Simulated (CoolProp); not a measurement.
Saturation properties of n-hexane.

Computed with CoolProp (reference Helmholtz-energy equation of state, Thol 2019).

```json
[
 {"T (K)": "381.7", "p (bar)": "3.051", "liquid viscosity (µPa s)": "144", "liquid conductivity (mW/(m K))": "98.2"},
 {"T (K)": "390", "p (bar)": "3.719", "liquid viscosity (µPa s)": "135", "liquid conductivity (mW/(m K))": "96.4"},
 {"T (K)": "398.3", "p (bar)": "4.491", "liquid viscosity (µPa s)": "126", "liquid conductivity (mW/(m K))": "94.6"},
 {"T (K)": "406.5", "p (bar)": "5.367", "liquid viscosity (µPa s)": "118", "liquid conductivity (mW/(m K))": "92.9"},
 {"T (K)": "414.8", "p (bar)": "6.378", "liquid viscosity (µPa s)": "111", "liquid conductivity (mW/(m K))": "91.3"},
 {"T (K)": "423", "p (bar)": "7.511", "liquid viscosity (µPa s)": "103", "liquid conductivity (mW/(m K))": "89.7"},
 {"T (K)": "431.3", "p (bar)": "8.805", "liquid viscosity (µPa s)": "96.6", "liquid conductivity (mW/(m K))": "88.1"},
 {"T (K)": "439.5", "p (bar)": "10.24", "liquid viscosity (µPa s)": "90.1", "liquid conductivity (mW/(m K))": "86.6"},
 {"T (K)": "447.8", "p (bar)": "11.87", "liquid viscosity (µPa s)": "83.7", "liquid conductivity (mW/(m K))": "85.0"},
 {"T (K)": "456.1", "p (bar)": "13.68", "liquid viscosity (µPa s)": "77.5", "liquid conductivity (mW/(m K))": "83.6"},
 {"T (K)": "464.3", "p (bar)": "15.67", "liquid viscosity (µPa s)": "71.5", "liquid conductivity (mW/(m K))": "82.1"},
 {"T (K)": "472.6", "p (bar)": "17.90", "liquid viscosity (µPa s)": "65.5", "liquid conductivity (mW/(m K))": "80.6"},
 {"T (K)": "480.8", "p (bar)": "20.34", "liquid viscosity (µPa s)": "59.4", "liquid conductivity (mW/(m K))": "79.2"},
 {"T (K)": "489.1", "p (bar)": "23.07", "liquid viscosity (µPa s)": "53.0", "liquid conductivity (mW/(m K))": "78.0"},
 {"T (K)": "497.3", "p (bar)": "26.06", "liquid viscosity (µPa s)": "46.0", "liquid conductivity (mW/(m K))": "77.3"}
]
```

It boils at 341.9 K under 1 atm.

Viscosity comes from a separate model (Michailidou 2013). Thermal conductivity comes from a separate model (Assael 2013).
